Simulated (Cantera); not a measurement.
NO annealing gas

An isothermal, constant-pressure homogeneous reactor starts with NO : N₂ = 1 : 0.27 (molar parts), at 2000 K and 0.207 atm.

Cantera simulation using GRI-Mech 3.0 (53 species, 325 reactions); the numbers are that mechanism's predictions, not measurements.

```json
[
 {"t (s)": "1.00e-6", "x NO": "0.787", "x N₂": "0.213", "x O": "1.51e-7", "x N₂O": "1.51e-7", "x NO₂": "2.24e-10", "x O₂": "1.90e-11"},
 {"t (s)": "7.50e-6", "x NO": "0.787", "x N₂": "0.213", "x O": "1.12e-6", "x N₂O": "1.13e-6", "x NO₂": "1.25e-8", "x O₂": "1.07e-9"},
 {"t (s)": "5.62e-5", "x NO": "0.787", "x N₂": "0.213", "x O": "7.99e-6", "x N₂O": "8.38e-6", "x NO₂": "6.38e-7", "x O₂": "5.80e-8"},
 {"t (s)": "0.000422", "x NO": "0.787", "x N₂": "0.213", "x O": "4.82e-5", "x N₂O": "5.72e-5", "x NO₂": "2.06e-5", "x O₂": "3.40e-6"},
 {"t (s)": "0.00316", "x NO": "0.786", "x N₂": "0.213", "x O": "0.000182", "x N₂O": "0.000226", "x NO₂": "0.000128", "x O₂": "0.000299"},
 {"t (s)": "0.0237", "x NO": "0.778", "x N₂": "0.217", "x O": "0.000218", "x N₂O": "0.000262", "x NO₂": "0.000156", "x O₂": "0.00425"},
 {"t (s)": "0.178", "x NO": "0.718", "x N₂": "0.247", "x O": "0.000335", "x N₂O": "0.000213", "x NO₂": "0.000248", "x O₂": "0.0343"},
 {"t (s)": "1.33", "x NO": "0.372", "x N₂": "0.420", "x O": "0.000686", "x N₂O": "5.05e-5", "x NO₂": "0.000291", "x O₂": "0.207"},
 {"t (s)": "10.0", "x NO": "0.0218", "x N₂": "0.595", "x O": "0.000909", "x N₂O": "3.35e-7", "x NO₂": "2.32e-5", "x O₂": "0.382"}
]
```
x: mole fraction; the columns are a selection and need not sum to one.

Equilibrium at this temperature and pressure: NO 0.00914, N₂ 0.601, O 0.000915, N₂O 2.06e-7, NO₂ 9.81e-6, O₂ 0.388 (gas phase only).
